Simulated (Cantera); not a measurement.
# Equilibrium for fluorocarbon and chlorocarbon gases: CHF₃ + HCl + CH₄

Charge: 1 mol CHF₃, 0.03 mol HCl, 0.25 mol CH₄, equilibrated at 952 °C and 10.0 mbar.

Cantera equilibrium calculation (NASA polynomials, part measured and part estimated; ideal gas, pure solids and liquids). Candidate condensed phases: C, C₆H₆, C₇H₈, C₈H₁₈; 118 gas species. Gases not in the tables: C₂F₆ and larger saturated fluorocarbons. Rates play no part.

- x(HF): 0.878
- x(CF₄): 0.109
- x(HCl): 0.0123
- x(Cl): 0.000599
- x(Cl₂): 9.62e-5
- x(CClF₃): 9.21e-5
- n(C(graphite)): 1.00 mol
- gas amount: 2.281 mol
